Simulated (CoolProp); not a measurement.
R407C along the isotherm 257.3 K: fugacity coefficient from the reference equation and from simpler models built on Tc = 359.3 K, pc = 4.632 MPa, ω = 0.363; each cubic takes its own stable root.

The numbers come from the reference Helmholtz-energy equation of state, Lemmon 2003 in CoolProp. It is a pseudo-pure fit of the blend.

| p (MPa) | phase | reference |
|---|---|---|
| 1.65 | liquid | 0.1690 |
| 3.31 | liquid | 0.08869 |
| 4.96 | liquid | 0.06228 |
| 6.62 | liquid | 0.04911 |
| 8.27 | liquid | 0.04135 |
| 9.93 | liquid | 0.03623 |
| 11.6 | liquid | 0.03263 |
| 13.2 | liquid | 0.03010 |
| 14.9 | liquid | 0.02807 |
| 16.5 | liquid | 0.02660 |
| 18.2 | liquid | 0.02538 |
| 19.9 | liquid | 0.02442 |
| 21.5 | liquid | 0.02371 |
| 23.2 | liquid | 0.02311 |

Task: How far does each simpler model (van der Waals, Peng-Robinson) lie from the reference over these 14 states: mean and median of the absolute difference, and the worst?

Result: 
- van der Waals: mean 311.8 %, median 309.9 %, worst +400.2 % at 257.3 K and 23.2 MPa
- Peng-Robinson: mean 10.4 %, median 10.4 %, worst -10.9 % at 257.3 K and 23.2 MPa
